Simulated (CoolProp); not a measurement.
Vapour-liquid equilibrium of n-pentane (1) + cyclohexane (2) at 346.4 K; x and y are mole fractions of (1).

Values from CoolProp's multi-fluid Helmholtz-energy mixture model, Thol 2019 and Zhou 2014; pair parameters Bell 2016.

```
x     bubble pressure (MPa)  y at the bubble point  dew pressure at overall composition x (MPa)  liquid density (mol/L)
----  ---------------------  ---------------------  -------------------------------------------  ----------------------
0.05                0.09374                  0.179                                      0.08382                   8.605
0.2                  0.1310                  0.494                                      0.09557                   8.504
0.35                 0.1657                  0.665                                       0.1110                   8.400
0.5                  0.1990                  0.778                                       0.1320                   8.292
0.65                 0.2316                  0.860                                       0.1620                   8.180
0.8                  0.2643                  0.927                                       0.2070                   8.063
0.95                 0.2978                  0.983                                       0.2775                   7.939
```

No azeotrope shows between x = 0.05 and 0.95.

Pair parameters are fitted to limited data, so mixtures are less certain than the pure fluids.
